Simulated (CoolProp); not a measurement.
Saturated liquid density (kg/m³) of CF4 (R14): the reference equation beside estimates from Tc = 227.4 K, pc = 3.762 MPa, ω = 0.178. Rackett uses Z = 0.29056 − 0.08775 ω.

Model: reference Helmholtz-energy equation of state, Platzer 1990, in CoolProp. This equation is an older, rougher fit; its heat capacities, sound speeds and derivatives of the liquid may be far off and weren't checked against measurements.

```csv
T (K),reference,Rackett,van der Waals,Soave-Redlich-Kwong
173.6,1439,1499,940.6,1385
176.2,1422,1481,929.1,1365
178.8,1405,1462,917.3,1344
181.4,1387,1444,905.1,1322
184,1369,1424,892.5,1299
186.6,1351,1404,879.5,1276
189.2,1331,1384,866.1,1251
191.8,1311,1363,852.2,1226
194.4,1291,1341,837.7,1200
197,1269,1318,822.6,1172
199.6,1247,1294,806.9,1143
202.2,1223,1269,790.4,1112
204.8,1198,1242,773.0,1080
207.4,1171,1214,754.5,1046
210,1142,1184,734.9,1009
```

Absolute difference from the reference over all 15 rows, mean and median: Rackett 3.9 and 3.9 %, van der Waals 35.1 and 35.0 %, Soave-Redlich-Kwong 6.9 and 6.5 %.
